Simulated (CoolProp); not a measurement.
The fluid at 364.37 K and 1.53 MPa is throttled through a valve to 0.609 MPa with no heat exchange. The same conditions are run with several fluids, on thermodynamics alone (safety and materials aside).

Computed with CoolProp (reference Helmholtz-energy equation of state of each fluid (C2F6 (R116): Lemmon 2006; nitrogen: Span 2000; cyclopropane: Polt 1992; ethane: Bücker 2006; sulfur hexafluoride: Guder 2009)). The equations of Platzer and Polt are older, rougher fits.

Task: Rank C2F6 (R116), nitrogen, cyclopropane, ethane, sulfur hexafluoride by temperature change (K), highest first.

Result: nitrogen (-1.2), C2F6 (R116) (-4.8), sulfur hexafluoride (-5.4), ethane (-6.2), cyclopropane (-12.2)

```
fluid                final density (kg/m³)
-------------------  ---------------------
C2F6 (R116)                           29.1
nitrogen                              5.64
cyclopropane                          9.29
ethane                                6.31
sulfur hexafluoride                   30.9
```
